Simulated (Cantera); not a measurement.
Feed: 1 mol Si₃N₄, 0.0095 mol H₂O, 6.5 mol N₂, equilibrated at 59000 Pa.

Method: chemical equilibrium by Gibbs-energy minimisation in Cantera with the NASA 1993 tables (ideal gas, pure condensed phases). Candidate condensed phases: H₂O, Si, SiO₂, Si₂N₂O, Si₃N₄; 35 gas species. Mutual solubility and eutectic melting of coexisting phases are not modelled. Rates play no part.

### Question
Which condensed phases are stable at each of these points (T (°C)): 1300, 1350, 1400, 1450, 1500, 1550, 1600, 1650, 1700, 1750, 1800?

### Answer
```json
[
 {"T (°C)": "1300", "condensed phases": "Si₂N₂O(s) + Si₃N₄(s)", "Si condensed (%)": "100.0"},
 {"T (°C)": "1350", "condensed phases": "Si₂N₂O(s) + Si₃N₄(s)", "Si condensed (%)": "100.0"},
 {"T (°C)": "1400", "condensed phases": "Si₂N₂O(s) + Si₃N₄(s)", "Si condensed (%)": "100.0"},
 {"T (°C)": "1450", "condensed phases": "Si₂N₂O(s) + Si₃N₄(s)", "Si condensed (%)": "100.0"},
 {"T (°C)": "1500", "condensed phases": "Si₂N₂O(s) + Si₃N₄(s)", "Si condensed (%)": "100.0"},
 {"T (°C)": "1550", "condensed phases": "Si₂N₂O(s) + Si₃N₄(s)", "Si condensed (%)": "100.0"},
 {"T (°C)": "1600", "condensed phases": "Si₂N₂O(s) + Si₃N₄(s)", "Si condensed (%)": "99.9"},
 {"T (°C)": "1650", "condensed phases": "Si₃N₄(s)", "Si condensed (%)": "99.7"},
 {"T (°C)": "1700", "condensed phases": "Si₃N₄(s)", "Si condensed (%)": "99.7"},
 {"T (°C)": "1750", "condensed phases": "Si₃N₄(s)", "Si condensed (%)": "99.7"},
 {"T (°C)": "1800", "condensed phases": "Si₃N₄(s)", "Si condensed (%)": "99.6"}
]
```

From 1300 °C to 1600 °C the condensed part is Si₂N₂O(s) + Si₃N₄(s). From 1650 °C to 1800 °C the condensed part is Si₃N₄(s).
